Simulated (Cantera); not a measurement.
**Low-pressure radical oxidation in H2/O2**

An isothermal, constant-pressure homogeneous reactor starts with H2 : O2 = 0.046 : 1 (molar parts), at 900 K and 2670 Pa.

Model: the H2/O2 subset of GRI-Mech 3.0, which has no nitrogen chemistry, integrated in Cantera. Radical loss at walls, strong at low pressure, is not modelled. Below about 950 K walls govern HO2 and H2O2 in real vessels. The temperature is held fixed by assumption; the heat of reaction is taken as removed at once.

```tsv
t (s)	x H2	x O2	x H2O	x H	x O
3.00e-6	0.0440	0.956	<1e-12	<1e-12	<1e-12
8.35e-6	0.0440	0.956	<1e-12	<1e-12	<1e-12
2.32e-5	0.0440	0.956	<1e-12	<1e-12	<1e-12
6.46e-5	0.0440	0.956	<1e-12	2.13e-12	<1e-12
0.000180	0.0440	0.956	1.93e-12	5.49e-12	3.15e-12
0.000500	0.0440	0.956	2.65e-11	2.04e-11	2.31e-11
0.00139	0.0440	0.956	7.82e-10	3.18e-10	4.60e-10
0.00387	0.0440	0.956	1.24e-6	4.65e-7	6.83e-7
0.0108	0.00463	0.949	0.0379	0.00305	0.00399
0.0300	0.000422	0.955	0.0444	2.92e-5	0.000346
0.0834	0.000104	0.955	0.0448	1.78e-6	6.31e-5
0.232	2.55e-5	0.955	0.0449	1.60e-7	1.30e-5
0.646	4.82e-6	0.955	0.0450	1.40e-8	2.49e-6
1.80	6.27e-7	0.955	0.0450	1.11e-9	4.58e-7
5.00	5.15e-8	0.955	0.0450	9.86e-11	9.32e-8
```
x: mole fraction; the columns are a selection and need not sum to one.

Equilibrium at this temperature and pressure: H2 <1e-12, O2 0.955, H2O 0.0450, H <1e-12, O 3.24e-11 (gas phase only).
